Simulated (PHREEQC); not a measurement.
Silver or lead bath

Make-up at 25 °C: 2.2 mmol/kgw PbCl2 and 0.14 mmol/kgw KBr. Closed to the air; pH follows from the charge balance.

Model: ion-association model, wateq4f.dat, run in PHREEQC.

```
Quantity                  Value
--------------  ---------------
pH                         5.27
ionic strength  0.00625 mol/kgw
```

```
species  molality  activity   log γ
-------  --------  --------  ------
Cl-       0.00417   0.00383  -0.037
Pb+2      0.00195   0.00139  -0.146
PbCl+    0.000231  0.000213  -0.036
K+       0.000140  0.000129  -0.037
Br-      0.000129  0.000119  -0.036
PbBr+     1.06e-5   9.77e-6  -0.036
H+        5.82e-6   5.40e-6  -0.033
PbOH+     5.48e-6   5.04e-6  -0.036
PbCl2     1.29e-6   1.29e-6   0.001
Pb2OH+3   3.35e-7   1.57e-7  -0.328
PbCl3-    4.26e-9   3.92e-9  -0.036
OH-       2.02e-9   1.85e-9  -0.037
```

This is a speciation only: nothing precipitates in the calculation.
